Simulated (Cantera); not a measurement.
# Ammonia decomposition in nitride growth gas

An isothermal, constant-pressure homogeneous reactor starts with NH₃ : H₂ : N₂ = 1 : 2.1 : 0.083 (molar parts), at 2400 K and 10.00 Torr.

Model: the gas-phase N/H chemistry of the illustrative SiF4/NH3 mechanism in the Surface Chemkin manual (1991), integrated in Cantera. Walls and surfaces, which speed up NH3 decomposition in real reactors, are not modelled.

| t (s) | x NH₃ | x H₂ | x NH | x N | x NH₂ | x N₂H₄ |
|---|---|---|---|---|---|---|
| 2.00e-5 | 0.314 | 0.660 | 1.19e-8 | 6.59e-12 | 3.97e-5 | <1e-12 |
| 0.000100 | 0.314 | 0.660 | 6.18e-7 | 3.58e-9 | 0.000204 | 1.73e-11 |
| 0.000502 | 0.313 | 0.659 | 1.74e-5 | 5.83e-7 | 0.000996 | 4.19e-10 |
| 0.00252 | 0.304 | 0.662 | 0.000145 | 1.41e-5 | 0.00290 | 3.55e-9 |
| 0.0126 | 0.255 | 0.694 | 0.000147 | 1.59e-5 | 0.00265 | 2.97e-9 |
| 0.0632 | 0.112 | 0.785 | 0.000113 | 1.64e-5 | 0.00150 | 9.54e-10 |
| 0.317 | 0.00145 | 0.846 | 2.77e-5 | 1.78e-5 | 8.19e-5 | 2.83e-12 |
| 1.59 | 1.58e-7 | 0.766 | 1.74e-7 | 8.46e-7 | 6.76e-8 | <1e-12 |
| 7.96 | 3.67e-8 | 0.749 | 5.94e-8 | 3.51e-7 | 1.90e-8 | <1e-12 |
| 39.9 | 3.64e-8 | 0.749 | 5.88e-8 | 3.48e-7 | 1.89e-8 | <1e-12 |
| 200 | 3.64e-8 | 0.749 | 5.88e-8 | 3.48e-7 | 1.89e-8 | <1e-12 |
x: mole fraction; the columns are a selection and need not sum to one.

Equilibrium at this temperature and pressure: NH₃ 3.64e-8, H₂ 0.749, NH 5.88e-8, N 3.48e-7, NH₂ 1.89e-8, N₂H₄ <1e-12 (gas phase only).
